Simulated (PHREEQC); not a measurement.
0.072 g of hydrous ferric oxide (600 m²/g; 0.2 weak and 0.005 strong sites per Fe, Dzombak-Morel constants, diffuse double layer) in 1 kg of water with 0.05 mol/kgw of an inert sodium salt and 0.057 mmol/kgw PbCl2, at 25 °C; the pH is set by adding NaOH or the inert anion's acid. Oxygen is held at 0.21 atm. CO2 from the air is kept out. Precipitation was switched off in this run.

The series has 13 steps of pH, from 3 to 9.

All values are PHREEQC results (ion-association model, wateq4f.dat), not measurements.

**Question.** Near which pH is half of the Pb sorbed, and on which side is more sorbed?

**Answer.** Near pH 5.9, with more sorbed at higher pH.

**Question.** At which pH does the surface charge pass through zero?

**Answer.** Near pH 9.0.

Species that the database lacks are ignored. The oxide is taken as insoluble; below pH 4 it would dissolve.
